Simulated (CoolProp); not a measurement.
Values from CoolProp's reference Helmholtz-energy equation of state, Schroeder 2014.

For ethanol, give the phase and the Z, speed of sound (m/s), viscosity (µPa s) at 466.9 K and 29.7 MPa; 562.2 K and 15.2 MPa.


- 466.9 K and 29.7 MPa: liquid; Z 0.541, speed of sound 845, viscosity 154
- 562.2 K and 15.2 MPa: supercritical; Z 0.388, speed of sound 307, viscosity 49.2

Viscosity comes from a separate model (Kiselev 2005).
